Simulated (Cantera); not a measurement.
Input: 1 mol C2F6, 0.012 mol CH4, at 1.00 bar.

Cantera equilibrium calculation (NASA polynomials, part measured and part estimated; ideal gas, pure solids and liquids). Candidate condensed phases: C, C6H6, C7H8, C8H18; 95 gas species. The feed counts by its element totals alone. The tables' values for C2F4 are old estimates; treat these amounts as uncertain. Gases not in the tables: C2F6 and larger saturated fluorocarbons. Rates play no part.

x: gas mole fraction; n: condensed amount in mol.

```csv
T (K),x CF4,x CF2,x F,x CF3,x HF,n C(graphite)
1273,0.969,7.66e-7,2.12e-8,1.19e-6,0.0312,0.524
1423,0.969,1.25e-5,4.96e-7,1.14e-5,0.0312,0.524
1573,0.969,0.000119,6.36e-6,7.12e-5,0.0312,0.524
1723,0.968,0.000757,5.23e-5,0.000321,0.0312,0.523
1873,0.964,0.00355,0.000307,0.00113,0.0312,0.521
2023,0.951,0.0131,0.00139,0.00326,0.0310,0.513
2173,0.917,0.0398,0.00504,0.00797,0.0304,0.491
2323,0.838,0.101,0.0153,0.0166,0.0292,…
2473,0.689,0.215,0.0395,0.0288,0.0267,…
2623,0.469,0.377,0.0868,0.0401,0.0229,…
```

**Question.** Fill in the missing entries.

**Answer.** 
- 2323, n C(graphite): 0.440
- 2473, n C(graphite): 0.334
- 2623, n C(graphite): 0.147
